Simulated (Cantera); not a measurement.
Input: 1 mol Si₃H₈, 5.8 mol N₂, 0.015 mol Cl₂.

Method: chemical equilibrium by Gibbs-energy minimisation in Cantera with the NASA 1993 tables (ideal gas, pure condensed phases). Candidate condensed phases: NH₄Cl, Si, Si₃N₄; 28 gas species. The feed counts by its element totals alone. N₂ is the only nitrogen source here; it is nearly inert below about 1500 K, so the nitride shown seldom forms there in practice. The tables' values for SiCl₃ are old estimates. Kinetics and transport are ignored.

Task: What condenses at these points (T in °C, P in Pa): (1127, 86000); (1127, 2900); (1227, 200000); (1027, 200000); (1377, 100)?

Result: 
```
T (°C)  P in Pa  condensed phases  Si condensed (%)
------  -------  ----------------  ----------------
1127      86000             Si₃N₄             100.0
1127       2900             Si₃N₄             100.0
1227     200000             Si₃N₄             100.0
1027     200000             Si₃N₄             100.0
1377        100                Si              99.9
```
